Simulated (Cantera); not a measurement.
Input (Python, Cantera) and output of one run.

```python
import numpy as np
import cantera as ct

gas_names = """
    C CN CO CO2 C2 CCN CNC C2N2 C2O C3 C3O2 C4 C4N2 C5 N NCO NO NO2 NO3 N2 N2O O O2 O3 Pb PbO Pb2
""".split()
cond_names = """
    C(gr) Pb(cr) Pb(L) PbO(rd) PbO(yw) PbO(L) PbO2(s) Pb3O4(s)
""".split()


# ... load() reads the species with a 1 bar reference pressure and builds the phases ...
atoms = {
    'Pb': {'Pb': 1},
    'CO': {'C': 1, 'O': 1},
    'N2': {'N': 2},
}
top_T = {'C(gr)': 4500, 'Pb3O4(s)': 820}  # K; cautious upper limits of use, not melting points


# ... equilibrate(T, P, feed) seeds the gas with the atoms and calls Mixture.equilibrate('TP', solver="vcs", rtol=1e-11, max_steps=5000) ...
results = []
feed = {'Pb': 1, 'CO': 1.1, 'N2': 42}  # mol
T = 950  # K
P = 13332.2  # Pa
mix = equilibrate(T, P, feed)
results.append((T, P, feed, dict(zip(mix.species_names, mix.species_moles))))
print(gas.report(threshold=0.001))
for i in range(1, mix.n_phases):
    print(f"{mix.phase(i).name:16s} {mix.phase_moles(i):12.5e} mol")
```

Result:

```
       temperature   950 K
          pressure   13332 Pa
           density   0.0473 kg/m^3
  mean mol. weight   28.023 kg/kmol
   phase of matter   gas

                          1 kg             1 kmol
                     ---------------   ---------------
          enthalpy        6.0681e+05        1.7005e+07  J
   internal energy        3.2494e+05        9.1059e+06  J
           entropy            8722.1        2.4442e+05  J/K
    Gibbs function       -7.6792e+06       -2.1519e+08  J
 heat capacity c_p            1157.7             32442  J/K
 heat capacity c_v            860.98             24127  J/K

                      mass frac. Y      mole frac. X     chem. pot. / RT
                     ---------------   ---------------   ---------------
                CO          0.025229           0.02524           -45.156
                N2           0.97427           0.97458           -26.772
     [  +25 minor]        0.00050226        0.00017986

C(gr)             6.12487e-03 mol
Pb(L)             9.98374e-01 mol
PbO(yw)           0.00000e+00 mol
PbO2(s)           0.00000e+00 mol
```

These are equilibrium values from Cantera (NASA tables, ideal gas, pure condensed phases), not measurements of a reactor.
